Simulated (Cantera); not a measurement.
# Equilibrium for carbothermic reduction: Fe2O3 + C + H2

Input: 1 mol Fe2O3, a varied amount of C, 12 mol H2, at 1348.15 K and 0.550 bar.

Method: chemical equilibrium by Gibbs-energy minimisation in Cantera with the NASA 1993 tables (ideal gas, pure condensed phases). Candidate condensed phases: C, C6H6, C7H8, C8H18, Fe, Fe(CO)5, FeO, Fe(OH)2, Fe(OH)3, Fe2O3, Fe3O4, H2O; 114 gas species. Condensed phases not in the tables: cementite and carbon dissolved in iron. The numbers say what is thermodynamically allowed, not how fast it happens.

From 0.68 mol C to 2.6 mol C the condensed part is Fe(γ). From 3.7 mol C to 7.2 mol C the condensed part is C(graphite) + Fe(γ).

```json
[
 {"n(C) (mol)": "0.68", "x H2": "0.769", "x CO": "0.0480", "x H2O": "0.177", "x CO2": "0.00565", "x CH4": "1.26e-6", "x H": "2.74e-6", "x C2H2 (acetylene)": "<1e-12", "x C2H4": "<1e-12", "n Fe(γ)": "2.00", "n C(graphite)": "0"},
 {"n(C) (mol)": "0.96", "x H2": "0.775", "x CO": "0.0674", "x H2O": "0.151", "x CO2": "0.00669", "x CH4": "2.14e-6", "x H": "2.75e-6", "x C2H2 (acetylene)": "1.15e-12", "x C2H4": "<1e-12", "n Fe(γ)": "2.00", "n C(graphite)": "0"},
 {"n(C) (mol)": "1.3", "x H2": "0.782", "x CO": "0.0906", "x H2O": "0.121", "x CO2": "0.00715", "x CH4": "3.68e-6", "x H": "2.76e-6", "x C2H2 (acetylene)": "3.33e-12", "x C2H4": "2.21e-12", "n Fe(γ)": "2.00", "n C(graphite)": "0"},
 {"n(C) (mol)": "1.9", "x H2": "0.790", "x CO": "0.131", "x H2O": "0.0730", "x CO2": "0.00616", "x CH4": "9.07e-6", "x H": "2.78e-6", "x C2H2 (acetylene)": "1.95e-11", "x C2H4": "1.31e-11", "n Fe(γ)": "2.00", "n C(graphite)": "0"},
 {"n(C) (mol)": "2.6", "x H2": "0.797", "x CO": "0.175", "x H2O": "0.0247", "x CO2": "0.00277", "x CH4": "3.70e-5", "x H": "2.79e-6", "x C2H2 (acetylene)": "3.17e-10", "x C2H4": "2.15e-10", "n Fe(γ)": "2.00", "n C(graphite)": "0"},
 {"n(C) (mol)": "3.7", "x H2": "0.797", "x CO": "0.200", "x H2O": "0.000511", "x CO2": "6.54e-5", "x CH4": "0.00204", "x H": "2.79e-6", "x C2H2 (acetylene)": "9.61e-7", "x C2H4": "6.52e-7", "n Fe(γ)": "2.00", "n C(graphite)": "0.678"},
 {"n(C) (mol)": "5.2", "x H2": "0.797", "x CO": "0.200", "x H2O": "0.000511", "x CO2": "6.54e-5", "x CH4": "0.00204", "x H": "2.79e-6", "x C2H2 (acetylene)": "9.61e-7", "x C2H4": "6.52e-7", "n Fe(γ)": "2.00", "n C(graphite)": "2.18"},
 {"n(C) (mol)": "7.2", "x H2": "0.797", "x CO": "0.200", "x H2O": "0.000511", "x CO2": "6.54e-5", "x CH4": "0.00204", "x H": "2.79e-6", "x C2H2 (acetylene)": "9.61e-7", "x C2H4": "6.52e-7", "n Fe(γ)": "2.00", "n C(graphite)": "4.18"}
]
```
x: gas mole fraction; n: condensed amount in mol.
